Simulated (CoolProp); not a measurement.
Properties of fluorine at several states (Tc = -128.7 °C, pc = 5.240 MPa, ω = 0.045).

Values from CoolProp's reference Helmholtz-energy equation of state, de Reuck 1990.

| T (°C) | p (MPa) | phase | density (kg/m³) | cp (kJ/(kg K)) | cv (kJ/(kg K)) | speed of sound (m/s) | expansivity (1/kK) |
|---|---|---|---|---|---|---|---|
| -204.45 | 12.4 | liquid | 1631 | 1.460 | … | 1038 | 3.608 |
| -28.15 | 0.598 | gas | 11.22 | 0.8090 | … | … | 4.184 |
| -42.15 | 0.186 | gas | 3.689 | 0.7967 | … | 264.0 | 4.368 |
| -72.95 | 0.211 | gas | 4.839 | 0.7879 | 0.5642 | … | 5.073 |
| -147.55 | 0.896 | gas | 35.97 | 0.9205 | 0.5955 | … | … |

### Question
What belongs in the gaps?

### Answer

- -204.45, cv (kJ/(kg K)): 0.8797
- -28.15, cv (kJ/(kg K)): 0.5819
- -28.15, speed of sound (m/s): 271.3
- -42.15, cv (kJ/(kg K)): 0.5749
- -72.95, speed of sound (m/s): 246.2
- -147.55, speed of sound (m/s): 186.0
- -147.55, expansivity (1/kK): 10.75
